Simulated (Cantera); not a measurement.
A closed system holds: 1 mol SiC, 0.068 mol C, 5 mol H₂, held at 230 Pa.

Cantera equilibrium calculation (NASA polynomials, part measured and part estimated; ideal gas, pure solids and liquids). Candidate condensed phases: C, C₆H₆, C₇H₈, C₈H₁₈, Si, SiC; 87 gas species. Gases not in the tables: Si₂H₆ and higher silanes. Kinetics and transport are ignored.

log p: log10 of the partial pressure in bar; n: condensed amount in mol.

```csv
T (K),log p H₂,log p H,log p Si,log p C₂H₂ (acetylene),log p SiC₂,n C(graphite),n SiC(s)
1775,-2.64,-4.86,-7.33,-6.49,___,0.0667,1.000
1825,-2.64,-4.68,-6.91,-6.31,___,0.0661,1.000
1875,-2.64,-4.51,-6.52,-6.14,___,0.0655,0.999
1925,-2.65,-4.34,-6.15,-5.99,___,0.0651,0.998
1975,-2.65,-4.19,-5.79,-5.84,___,0.0653,0.996
2025,-2.66,-4.04,-5.46,-5.70,___,0.0670,0.991
2075,-2.66,-3.91,-5.14,-5.57,___,0.0725,0.981
```

Task: Fill in the missing entries.

Result: 
- 1775, log p SiC₂: -9.23
- 1825, log p SiC₂: -8.69
- 1875, log p SiC₂: -8.17
- 1925, log p SiC₂: -7.69
- 1975, log p SiC₂: -7.23
- 2025, log p SiC₂: -6.79
- 2075, log p SiC₂: -6.37
